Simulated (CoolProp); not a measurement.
Vapour-liquid equilibrium of ethane (1) + propane (2) at 2.12 bar; x and y are mole fractions of (1).

Values from CoolProp's multi-fluid Helmholtz-energy mixture model, Bücker 2006 and Lemmon 2009; pair parameters Kunz 2012.

```csv
x,bubble temperature (°C),y at the bubble point,dew temperature at overall composition x (°C),liquid density (mol/L)
0.05,-29.4,0.220,-25.1,12.96
0.2,-42.3,0.603,-28.9,13.72
0.35,-51.5,0.785,-33.2,14.43
0.5,-58.6,0.883,-38.2,15.12
0.65,-64.2,0.939,-44.4,15.80
0.8,-68.8,0.974,-52.5,16.50
0.95,-72.6,0.995,-65.5,17.21
```

No azeotrope shows between x = 0.05 and 0.95.

The pair parameters rest on a limited set of measurements; away from them the model extrapolates.
